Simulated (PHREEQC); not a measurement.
Solution (25 °C): 0.0011 mol/kgw HCl and 3e-05 mol/kgw CuSO4. Closed to the air; pH follows from the charge balance.

Equilibrium calculation in PHREEQC: ion-association model, wateq4f.dat.

This is a speciation only: nothing precipitates in the calculation.

**Question.** Predict the pH.

**Answer.** pH 2.98.

**Question.** In which forms is S present?

**Answer.** SO4-2 91 %, HSO4- 8.4 % of the S.

Species that the database lacks are ignored.
